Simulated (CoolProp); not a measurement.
Vapour-liquid equilibrium of isobutane (1) + n-butane (2) at 0.0532 bar; x and y are mole fractions of (1).

Model: multi-fluid Helmholtz-energy mixture model, Bücker 2006 and Bücker 2006; pair parameters Kunz 2012, in CoolProp.

Question: Give the bubble temperature and the first vapour's composition at x = 0.275, 0.5, 0.725. Is there an azeotrope?

Answer: x = 0.275: 210.8 K, y = 0.416; x = 0.5: 208.6 K, y = 0.652; x = 0.725: 206.7 K, y = 0.832. No azeotrope shows between x = 0.05 and 0.95.

The pair parameters rest on a limited set of measurements; away from them the model extrapolates.
